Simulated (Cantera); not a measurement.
Input: 1 mol Fe, 2.1 mol CO, 5.3 mol H₂, equilibrated at 0.320 bar.

These are equilibrium values from Cantera (NASA tables, ideal gas, pure condensed phases), not measurements of a reactor. Candidate condensed phases: C, C₆H₆, C₇H₈, C₈H₁₈, Fe, Fe(CO)₅, FeO, Fe(OH)₂, Fe(OH)₃, Fe₂O₃, Fe₃O₄, H₂O; 114 gas species. Equilibrium is a limit: real reactors are often held back by kinetics, nucleation or transport.

x: gas mole fraction; n: condensed amount in mol.

| T (K) | x H₂ | x CO | x CH₄ | x H₂O | n Fe(γ) | n Fe(δ) | n Fe(l) |
|---|---|---|---|---|---|---|---|
| 1223 | 0.714 | 0.283 | 0.00189 | ? | 1.00 | 0 | 0 |
| 1323 | 0.715 | 0.283 | 0.000800 | ? | 1.00 | 0 | 0 |
| 1423 | 0.716 | 0.284 | 0.000382 | ? | 1.000 | 0 | 0 |
| 1523 | 0.716 | 0.284 | 0.000200 | ? | 1.000 | 0 | 0 |
| 1623 | 0.716 | 0.284 | 0.000111 | ? | 1.000 | 0 | 0 |
| 1723 | 0.716 | 0.284 | 6.23e-5 | ? | 0 | 1.000 | 0 |
| 1823 | 0.715 | 0.284 | 3.45e-5 | ? | 0 | 0 | 0.999 |
| 1923 | 0.715 | 0.283 | 1.90e-5 | ? | 0 | 0 | 0.997 |

Q: Some entries are withheld; supply them.

A: 
- 1223, x H₂O: 0.00149
- 1323, x H₂O: 0.000660
- 1423, x H₂O: 0.000327
- 1523, x H₂O: 0.000179
- 1623, x H₂O: 0.000108
- 1723, x H₂O: 7.32e-5
- 1823, x H₂O: 5.60e-5
- 1923, x H₂O: 4.72e-5
